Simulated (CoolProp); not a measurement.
Sulfur hexafluoride at 298.15 K and 13.4 MPa flows at 8.6 m/s in a round tube of 6 mm bore and 15 µm roughness, fully developed (64/Re and Nu = 3.66 if laminar; Colebrook and Gnielinski if turbulent). Each further row changes one setting.

Model: reference Helmholtz-energy equation of state, Guder 2009, in CoolProp.

```json
[
 {"case": "as stated", "Reynolds number": "434000", "Darcy friction factor": "0.0252", "pressure drop (Pa/m)": "(withheld)", "heat-transfer coefficient (W/(m² K))": "24600", "mass flow (kg/h)": "1360"},
 {"case": "velocity 17.2 m/s", "Reynolds number": "869000", "Darcy friction factor": "(withheld)", "pressure drop (Pa/m)": "962000", "heat-transfer coefficient (W/(m² K))": "(withheld)", "mass flow (kg/h)": "2730"},
 {"case": "diameter 12 mm", "Reynolds number": "869000", "Darcy friction factor": "(withheld)", "pressure drop (Pa/m)": "101000", "heat-transfer coefficient (W/(m² K))": "(withheld)", "mass flow (kg/h)": "(withheld)"}
]
```

### Question
Some entries are withheld; supply them.

### Answer

- as stated, pressure drop (Pa/m): 242000
- velocity 17.2 m/s, Darcy friction factor: 0.0251
- velocity 17.2 m/s, heat-transfer coefficient (W/(m² K)): 48900
- diameter 12 mm, Darcy friction factor: 0.0210
- diameter 12 mm, heat-transfer coefficient (W/(m² K)): 21300
- diameter 12 mm, mass flow (kg/h): 5450

Viscosity comes from a separate model (Quiñones-Cisneros 2012). Thermal conductivity comes from a separate model (Assael 2012).
